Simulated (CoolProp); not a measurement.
Properties of n-pentane along the isotherm 431.8 K (Tc = 469.7 K, pc = 3.368 MPa, ω = 0.251).

Model: reference Helmholtz-energy equation of state, Thol 2019, in CoolProp.

```tsv
p (MPa)	phase	cp (kJ/(kg K))	cv (kJ/(kg K))	conductivity (mW/(m K))	fugacity coefficient
0.0532	gas	2.257	2.138	30.2	0.9928
0.0899	gas	2.261	2.139	30.2	0.9879
0.152	gas	2.270	[?]	30.3	0.9795
0.256	gas	2.284	[?]	30.4	0.9656
0.432	gas	2.312	2.157	30.6	0.9420
0.729	gas	2.369	[?]	31.0	0.9025
1.23	gas	[?]	2.214	32.4	0.8358
2.08	liquid	3.389	2.290	75.5	0.6744
3.5	liquid	3.209	2.278	77.3	[?]
5.91	liquid	[?]	2.268	80.2	0.2804
9.98	liquid	2.943	2.260	84.3	0.1965
16.8	liquid	2.850	2.257	90.2	0.1530
```

**Question.** Fill in the missing entries.

**Answer.** 
- 0.152, cv (kJ/(kg K)): 2.142
- 0.256, cv (kJ/(kg K)): 2.148
- 0.729, cv (kJ/(kg K)): 2.175
- 1.23, cp (kJ/(kg K)): 2.524
- 3.5, fugacity coefficient: 0.4269
- 5.91, cp (kJ/(kg K)): 3.062

Thermal conductivity comes from a separate model (Vassiliou 2015).
